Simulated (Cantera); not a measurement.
An isothermal plug-flow reactor at 898 K and 0.480 bar (inlet), inlet velocity 0.13 m/s, active area per volume 620 1/m; feed CH4 : O2 : N2 = 0.0045 : 0.12 : 0.79 (molar parts).

Cantera simulation using Deutschmann's 1995 Pt surface mechanism with GRI-Mech 3.0 gas chemistry; the numbers are that mechanism's predictions, not measurements. Catalytic surfaces can have several steady states; this one follows from the mechanism file's or the stated starting coverage. Mass transfer to the wall is taken as infinitely fast.

Q: What does this change do: inlet velocity 0.13 to 0.038 m/s?

A: 
| quantity | before | after |
|---|---|---|
| x(CH4) at z = 0.016 m | 0.00106 | 2.40e-5 |
| x(O2) at z = 0.016 m | 0.124 | 0.121 |
| x(H2O) at z = 0.016 m | 0.00771 | 0.00978 |
| x(CO2) at z = 0.016 m | 0.00385 | 0.00488 |
| x(CO) at z = 0.016 m | 3.16e-7 | 8.45e-9 |
| θ(free Pt) at the exit | 0.119 | 0.119 |
| θ(O*) at the exit | 0.880 | 0.879 |
| θ(OH*) at the exit | 0.00131 | 0.00148 |

Q: What does this change do: area per volume 620 to 1600 1/m?

A: 
```tsv
quantity	before	after
x(CH4) at z = 0.016 m	0.00106	9.05e-5
x(O2) at z = 0.016 m	0.124	0.122
x(H2O) at z = 0.016 m	0.00771	0.00965
x(CO2) at z = 0.016 m	0.00385	0.00482
x(CO) at z = 0.016 m	3.16e-7	2.72e-8
θ(free Pt) at the exit	0.119	0.119
θ(O*) at the exit	0.880	0.880
θ(OH*) at the exit	0.00131	0.00147
```

Q: What does this change do: temperature 898 to 1175 K?

A: 
```json
[
 {"quantity": "x(CH4) at z = 0.016 m", "before": "0.00106", "after": "5.55e-11"},
 {"quantity": "x(O2) at z = 0.016 m", "before": "0.124", "after": "0.121"},
 {"quantity": "x(H2O) at z = 0.016 m", "before": "0.00771", "after": "0.00982"},
 {"quantity": "x(CO2) at z = 0.016 m", "before": "0.00385", "after": "0.00490"},
 {"quantity": "x(CO) at z = 0.016 m", "before": "3.16e-7", "after": "4.03e-9"},
 {"quantity": "θ(free Pt) at the exit", "before": "0.119", "after": "0.429"},
 {"quantity": "θ(O*) at the exit", "before": "0.880", "after": "0.571"}
]
```
